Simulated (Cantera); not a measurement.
## NO annealing gas

An isothermal, constant-pressure homogeneous reactor starts with NO : N2 = 0.14 : 0.47 (molar parts), at 2025 K and 0.0132 atm.

Cantera simulation using GRI-Mech 3.0 (53 species, 325 reactions); the numbers are that mechanism's predictions, not measurements. Radical loss at walls, strong at low pressure, is not modelled.

| t (s) | x NO | x O2 | x O | x N2O | x N2 | x NO2 |
|---|---|---|---|---|---|---|
| 2.00e-5 | 0.230 | 1.02e-12 | 1.95e-8 | 1.95e-8 | 0.770 | <1e-12 |
| 8.60e-5 | 0.230 | 1.90e-11 | 8.40e-8 | 8.37e-8 | 0.770 | 1.20e-11 |
| 0.000369 | 0.230 | 3.50e-10 | 3.63e-7 | 3.58e-7 | 0.770 | 2.16e-10 |
| 0.00159 | 0.230 | 6.54e-9 | 1.59e-6 | 1.50e-6 | 0.770 | 3.67e-9 |
| 0.00682 | 0.229 | 1.29e-7 | 7.41e-6 | 5.85e-6 | 0.770 | 5.03e-8 |
| 0.0293 | 0.229 | 2.88e-6 | 3.95e-5 | 1.70e-5 | 0.770 | 4.35e-7 |
| 0.126 | 0.229 | 7.12e-5 | 0.000201 | 2.34e-5 | 0.771 | 2.15e-6 |
| 0.541 | 0.227 | 0.00116 | 0.000543 | 2.03e-5 | 0.772 | 4.80e-6 |
| 2.33 | 0.211 | 0.00876 | 0.000852 | 1.61e-5 | 0.779 | 8.35e-6 |
| 10.0 | 0.132 | 0.0481 | 0.00161 | 5.14e-6 | 0.819 | 1.18e-5 |
x: mole fraction; the columns are a selection and need not sum to one.

Equilibrium at this temperature and pressure: NO 0.00631, O2 0.110, O 0.00234, N2O 4.32e-8, N2 0.881, NO2 8.72e-7 (gas phase only).
